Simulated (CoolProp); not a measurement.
Vapour-liquid equilibrium of n-heptane (1) + p-xylene (2) at 203.65 °C; x and y are mole fractions of (1).

Model: multi-fluid Helmholtz-energy mixture model, Span 2003 and Zhou 2012; pair parameters Bell 2016, in CoolProp.

Q: Give the bubble pressure and the first vapour's composition at x = 0.05, 0.575, 0.725. Is there an azeotrope?

A: x = 0.05: 0.4798 MPa, y = 0.111; x = 0.575: 0.8044 MPa, y = 0.717; x = 0.725: 0.8883 MPa, y = 0.823. No azeotrope shows between x = 0.05 and 0.95.

The pair parameters rest on a limited set of measurements; away from them the model extrapolates.
